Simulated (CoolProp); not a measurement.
A simple Rankine cycle with methanol: condensing at 296.15 K, boiler at 1.88 MPa, turbine inlet 476 K, turbine efficiency 0.85, pump efficiency 0.6, no recuperator. Each further row changes one setting.

Values from CoolProp's reference Helmholtz-energy equation of state, de Reuck 1993.

| case | thermal efficiency (%) | net work (kJ/kg) | heat in (kJ/kg) | turbine exit temperature (K) | volume ratio over the turbine |
|---|---|---|---|---|---|
| as stated | [?] | [?] | 1400 | 296.2 | 77.2 |
| turbine inlet 496 K | 24.3 | 353 | [?] | 296.2 | 74.4 |
| condensing temperature 288.15 K | 25.3 | [?] | 1420 | 288.1 | 115 |
| boiler pressure 1.32 MPa | [?] | 325 | 1430 | 296.2 | [?] |
| turbine efficiency 0.75 | 21.2 | [?] | 1400 | 296.2 | [?] |

**Question.** Fill in the missing entries.

**Answer.** 
- as stated, thermal efficiency (%): 24.0
- as stated, net work (kJ/kg): 336
- turbine inlet 496 K, heat in (kJ/kg): 1450
- condensing temperature 288.15 K, net work (kJ/kg): 360
- boiler pressure 1.32 MPa, thermal efficiency (%): 22.8
- boiler pressure 1.32 MPa, volume ratio over the turbine: 53.6
- turbine efficiency 0.75, net work (kJ/kg): 296
- turbine efficiency 0.75, volume ratio over the turbine: 80.1

The expansion ends wet for: as stated; turbine inlet 496 K; condensing temperature 288.15 K; boiler pressure 1.32 MPa; turbine efficiency 0.75.
